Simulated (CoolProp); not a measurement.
A Linde-Hampson liquefier for normal hydrogen: isothermal reversible compression at 230 K from 1 atm to 40 MPa, throttling to 1 atm, return gas leaving the recuperator 5 K below the feed. Each further row changes one setting.

Model: reference Helmholtz-energy equation of state, Leachman 2009, in CoolProp.

```json
[
 {"case": "as stated", "compression work (kJ/kg of gas)": "5950"},
 {"case": "high pressure 80 MPa", "compression work (kJ/kg of gas)": "6920"},
 {"case": "warm-end temperature 260 K", "compression work (kJ/kg of gas)": "6700"},
 {"case": "warm-end gap 10 K", "compression work (kJ/kg of gas)": "5950"}
]
```
